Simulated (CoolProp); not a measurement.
Vapour-liquid equilibrium of hydrogen sulfide (1) + n-butane (2) at 67.75 °C; x and y are mole fractions of (1).

Model: multi-fluid Helmholtz-energy mixture model, Lemmon 2006 and Bücker 2006; pair parameters Kunz 2012, in CoolProp.

```json
[
 {"x": "0.05", "bubble pressure (MPa)": "1.037", "y at the bubble point": "[?]", "dew pressure at overall composition x (MPa)": "0.8108", "liquid density (mol/L)": "[?]"},
 {"x": "0.2", "bubble pressure (MPa)": "1.806", "y at the bubble point": "0.577", "dew pressure at overall composition x (MPa)": "0.9700", "liquid density (mol/L)": "[?]"},
 {"x": "0.35", "bubble pressure (MPa)": "2.500", "y at the bubble point": "0.710", "dew pressure at overall composition x (MPa)": "1.197", "liquid density (mol/L)": "10.51"},
 {"x": "0.5", "bubble pressure (MPa)": "[?]", "y at the bubble point": "[?]", "dew pressure at overall composition x (MPa)": "[?]", "liquid density (mol/L)": "11.63"},
 {"x": "0.65", "bubble pressure (MPa)": "3.728", "y at the bubble point": "0.850", "dew pressure at overall composition x (MPa)": "[?]", "liquid density (mol/L)": "13.12"},
 {"x": "0.8", "bubble pressure (MPa)": "4.306", "y at the bubble point": "0.907", "dew pressure at overall composition x (MPa)": "3.234", "liquid density (mol/L)": "15.13"},
 {"x": "0.95", "bubble pressure (MPa)": "4.874", "y at the bubble point": "0.973", "dew pressure at overall composition x (MPa)": "4.695", "liquid density (mol/L)": "17.83"}
]
```

### Question
Fill in the missing entries.

### Answer

- 0.05, y at the bubble point: 0.251
- 0.05, liquid density (mol/L): 9.072
- 0.2, liquid density (mol/L): 9.672
- 0.5, bubble pressure (MPa): 3.132
- 0.5, y at the bubble point: 0.789
- 0.5, dew pressure at overall composition x (MPa): 1.546
- 0.65, dew pressure at overall composition x (MPa): 2.140

No azeotrope shows between x = 0.05 and 0.95.

The pair parameters rest on a limited set of measurements; away from them the model extrapolates.
